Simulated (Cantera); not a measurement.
A Cantera script and what it prints.

```python
import numpy as np
import cantera as ct

gas_names = [...]  # 123 gases of nasa_gas.yaml made of C, H, O, Si
cond_names = """
    C(gr) C6H6(L) C7H8(L) C8H18(L),n-octa H2O(s) H2O(L) Si(cr) Si(L) SiC(b) SiO2(Lqz) SiO2(hqz) SiO2(L)
""".split()


# ... load() reads the species with a 1 bar reference pressure and builds the phases ...
atoms = {
    'HMDSO': {'Si': 2, 'C': 6, 'H': 18, 'O': 1},
    'H2O': {'H': 2, 'O': 1},
    'H2': {'H': 2},
}
top_T = {'C(gr)': 4500, 'SiC(b)': 3050}  # K; cautious upper limits of use, not melting points


# ... equilibrate(T, P, feed) seeds the gas with the atoms and calls Mixture.equilibrate('TP', solver="vcs", rtol=1e-11, max_steps=5000) ...
results = []
feed = {'HMDSO': 1, 'H2O': 0.44, 'H2': 51}  # mol
T = 673  # K
for P in [5, 26, 140, 710, 3700, 19000, 100000]:
    mix = equilibrate(T, P, feed)
    results.append((T, P, feed, dict(zip(mix.species_names, mix.species_moles))))

top = {s: max(r[3][s] / sum(r[3][g] for g in gas_names) for r in results) for s in gas_names}
cols = sorted((s for s in top if top[s] > 0.0001), key=lambda s: -top[s])[:7]
seen = [c for c in cond_names if any(r[3].get(c, 0) > 1e-12 for r in results)]
print("log10 of partial pressures in bar; condensed amounts in mol")
print(f"{'P/Pa':>10s}" + "".join(f"{s[:9]:>10s}" for s in cols + seen))
for T, P, feed, n in results:
    ng = sum(n[g] for g in gas_names)
    print(f"{P:10.4g}" + "".join(f"{np.log10(max(n[s] / ng * P / 1e5, 1e-99)):10.3f}" for s in cols)
          + "".join(f"{n.get(c, 0):10.4g}" for c in seen))
```

Result:

```
log10 of partial pressures in bar; condensed amounts in mol
      P/Pa        H2       CH4     C(gr)    SiC(b) SiO2(Lqz)
         5    -4.301    -7.419     4.674      1.28      0.72
        26    -3.587    -5.990     4.483      1.28      0.72
       140    -2.863    -4.542     3.506      1.28      0.72
       710    -2.187    -3.221         0      1.28      0.72
      3700    -1.470    -2.504         0      1.28      0.72
   1.9e+04    -0.760    -1.793         0      1.28      0.72
     1e+05    -0.038    -1.072         0      1.28      0.72
```

These are equilibrium values from Cantera (NASA tables, ideal gas, pure condensed phases), not measurements of a reactor. The feed counts by its element totals alone.
